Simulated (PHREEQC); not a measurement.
Leach liquor

Solution (25 °C): 0.19 mol HCl, 0.00026 mol CuSO4 and 0.023 mol MgSO4 per kg of water. Closed to the air; pH follows from the charge balance.

All values are PHREEQC results (ion-association model, phreeqc.dat), not measurements.

Each row changes one thing in this solution. Precipitation was switched off in this run.

| case | pH | ionic strength (mol/kgw) | HSO4- (mol/kgw) | SO4-2 (mol/kgw) | Cu+2 (mol/kgw) | CuCl+ (mol/kgw) |
|---|---|---|---|---|---|---|
| as made | 0.87 | 0.241 | 0.0180 | 0.00369 | 0.000212 | 3.35e-5 |
| temperature from 25 to 15 °C | 0.86 | 0.242 | (withheld) | (withheld) | 0.000222 | 2.15e-5 |
| temperature from 25 to 65 °C | 0.88 | 0.237 | 0.0201 | 0.00167 | 0.000137 | 0.000112 |
| temperature from 25 to 20 °C | 0.86 | 0.241 | 0.0177 | (withheld) | (withheld) | 2.70e-5 |
| CuSO4 from 0.00026 to 0.00013 mol/kgw | 0.87 | 0.240 | 0.0179 | 0.00366 | (withheld) | 1.68e-5 |

Task: Fill in the missing entries.

Result: 
- temperature from 25 to 15 °C, HSO4- (mol/kgw): 0.0175
- temperature from 25 to 15 °C, SO4-2 (mol/kgw): 0.00433
- temperature from 25 to 20 °C, SO4-2 (mol/kgw): 0.00400
- temperature from 25 to 20 °C, Cu+2 (mol/kgw): 0.000218
- CuSO4 from 0.00026 to 0.00013 mol/kgw, Cu+2 (mol/kgw): 0.000106

Species that the database lacks are ignored. Constants without temperature data keep their 25 °C values here.
